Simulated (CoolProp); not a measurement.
Properties of R22 along the isobar 1.99 bar.

The numbers come from the reference Helmholtz-energy equation of state, Kamei 1995 in CoolProp.

```json
[
 {"T (°C)": "58.45", "phase": "gas", "Z": "0.9799", "cp (kJ/(kg K))": "…", "speed of sound (m/s)": "…", "viscosity (µPa s)": "15.3"},
 {"T (°C)": "82.45", "phase": "gas", "Z": "0.9842", "cp (kJ/(kg K))": "0.7272", "speed of sound (m/s)": "196.5", "viscosity (µPa s)": "16.4"},
 {"T (°C)": "106.55", "phase": "gas", "Z": "0.9874", "cp (kJ/(kg K))": "…", "speed of sound (m/s)": "203.0", "viscosity (µPa s)": "17.5"},
 {"T (°C)": "130.65", "phase": "gas", "Z": "0.9899", "cp (kJ/(kg K))": "0.7726", "speed of sound (m/s)": "…", "viscosity (µPa s)": "18.6"},
 {"T (°C)": "154.65", "phase": "gas", "Z": "0.9918", "cp (kJ/(kg K))": "0.7944", "speed of sound (m/s)": "…", "viscosity (µPa s)": "19.6"},
 {"T (°C)": "178.75", "phase": "gas", "Z": "0.9933", "cp (kJ/(kg K))": "0.8154", "speed of sound (m/s)": "221.0", "viscosity (µPa s)": "…"},
 {"T (°C)": "202.75", "phase": "gas", "Z": "0.9945", "cp (kJ/(kg K))": "0.8353", "speed of sound (m/s)": "226.6", "viscosity (µPa s)": "…"},
 {"T (°C)": "226.85", "phase": "gas", "Z": "0.9954", "cp (kJ/(kg K))": "0.8543", "speed of sound (m/s)": "232.1", "viscosity (µPa s)": "22.6"}
]
```

Task: What belongs in the gaps?

Result: 
- 58.45, cp (kJ/(kg K)): 0.7045
- 58.45, speed of sound (m/s): 189.8
- 106.55, cp (kJ/(kg K)): 0.7501
- 130.65, speed of sound (m/s): 209.2
- 154.65, speed of sound (m/s): 215.2
- 178.75, viscosity (µPa s): 20.6
- 202.75, viscosity (µPa s): 21.6

Viscosity comes from a separate model (Bell 2016), an estimate that may be off by 10 % or more.
